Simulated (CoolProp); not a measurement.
Properties of carbon dioxide along the isobar 9.32 MPa (Tc = 304.1 K, pc = 7.377 MPa, ω = 0.224).

Model: reference Helmholtz-energy equation of state, Span 1996, in CoolProp.

```json
[
 {"T (K)": "284.6", "phase": "liquid", "speed of sound (m/s)": "?", "isothermal compressibility (1/MPa)": "0.009826"},
 {"T (K)": "297.6", "phase": "liquid", "speed of sound (m/s)": "?", "isothermal compressibility (1/MPa)": "0.02204"},
 {"T (K)": "310.5", "phase": "supercritical", "speed of sound (m/s)": "?", "isothermal compressibility (1/MPa)": "0.1375"},
 {"T (K)": "323.4", "phase": "supercritical", "speed of sound (m/s)": "217.5", "isothermal compressibility (1/MPa)": "0.2902"},
 {"T (K)": "336.3", "phase": "supercritical", "speed of sound (m/s)": "235.5", "isothermal compressibility (1/MPa)": "0.1948"},
 {"T (K)": "349.2", "phase": "supercritical", "speed of sound (m/s)": "249.3", "isothermal compressibility (1/MPa)": "?"},
 {"T (K)": "362.1", "phase": "supercritical", "speed of sound (m/s)": "260.7", "isothermal compressibility (1/MPa)": "?"},
 {"T (K)": "375.1", "phase": "supercritical", "speed of sound (m/s)": "270.8", "isothermal compressibility (1/MPa)": "0.1392"},
 {"T (K)": "388", "phase": "supercritical", "speed of sound (m/s)": "279.8", "isothermal compressibility (1/MPa)": "0.1327"},
 {"T (K)": "400.9", "phase": "supercritical", "speed of sound (m/s)": "288.0", "isothermal compressibility (1/MPa)": "0.1280"},
 {"T (K)": "413.8", "phase": "supercritical", "speed of sound (m/s)": "295.6", "isothermal compressibility (1/MPa)": "?"},
 {"T (K)": "426.7", "phase": "supercritical", "speed of sound (m/s)": "302.8", "isothermal compressibility (1/MPa)": "0.1217"},
 {"T (K)": "439.7", "phase": "supercritical", "speed of sound (m/s)": "?", "isothermal compressibility (1/MPa)": "0.1194"},
 {"T (K)": "452.6", "phase": "supercritical", "speed of sound (m/s)": "316.0", "isothermal compressibility (1/MPa)": "0.1176"}
]
```

What belongs in the gaps?


- 284.6, speed of sound (m/s): 540.5
- 297.6, speed of sound (m/s): 419.4
- 310.5, speed of sound (m/s): 261.8
- 349.2, isothermal compressibility (1/MPa): 0.1643
- 362.1, isothermal compressibility (1/MPa): 0.1488
- 413.8, isothermal compressibility (1/MPa): 0.1245
- 439.7, speed of sound (m/s): 309.6
